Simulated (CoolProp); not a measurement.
A simple Rankine cycle with n-pentane: condensing at 297.15 K, boiler at 2.77 MPa, turbine inlet 472 K, turbine efficiency 0.75, pump efficiency 0.8, no recuperator. Each further row changes one setting.

Model: reference Helmholtz-energy equation of state, Thol 2019, in CoolProp.

```csv
case,thermal efficiency (%),net work (kJ/kg),heat in (kJ/kg),turbine exit temperature (K),volume ratio over the turbine
as stated,17.4,112,647,386.1,54.6
turbine inlet 492 K,17.3,123,710,411.3,49.4
condensing temperature 289.15 K,18.4,122,665,381.2,73.6
boiler pressure 1.94 MPa,16.3,111,680,402.7,32.3
turbine efficiency 0.65,15.0,96.7,647,393.7,55.7
```
